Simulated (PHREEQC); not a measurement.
A solution holds 28 mmol/kgw NH3, 0.23 mmol/kgw CO2 and 1.7 mmol/kgw (CH3)4NCl, at 20 °C. Closed to the air; pH follows from the charge balance.

All values are PHREEQC results (ion-association model, phreeqc.dat), not measurements.

* **pH**: 10.88
* **ionic strength**: 0.00284 mol/kgw
* **total alkalinity**: 28.0 meq/kg

| species | molality | activity | log γ |
|---|---|---|---|
| NH3 | 0.0270 | 0.0271 | 0.000 |
| Cl- | 0.00170 | 0.00160 | -0.025 |
| (CH3)4N+ | 0.00170 | 0.00160 | -0.025 |
| NH4+ | 0.000958 | 0.000903 | -0.026 |
| OH- | 0.000547 | 0.000516 | -0.025 |
| CO3-2 | 0.000182 | 0.000145 | -0.099 |
| HCO3- | 4.83e-5 | 4.56e-5 | -0.025 |
| CO2 | 1.46e-9 | 1.46e-9 | 0.000 |

Precipitation was switched off in this run. (CH3)4N+ isn't in the database: it is added as a free cation with an ion size of 4 Å.
